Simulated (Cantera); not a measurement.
A closed system holds: 1 mol Pb, 0.56 mol H2, held at 1.70 bar.

These are equilibrium values from Cantera (NASA tables, ideal gas, pure condensed phases), not measurements of a reactor. Candidate condensed phases: Pb; 4 gas species. Equilibrium is a limit: real reactors are often held back by kinetics, nucleation or transport. All values below are at 1075 K.

Base state: H2 1.000, Pb 4.47e-5 (mole fractions); condensed: Pb(l).

Question: What changes in the equilibrium state with this change: Pb replaced by HgO?

Answer: 
| species | before | after |
|---|---|---|
| Hg | 0 | 0.562 |
| H2O | 0 | 0.315 |
| O2 | 0 | 0.124 |
| H2 | 1.000 | <1e-9 |
| Pb | 4.47e-5 | 0 |
| Pb(l), mol | 1.000 | 0 |
Further candidate phases: H2O, Hg, HgO.
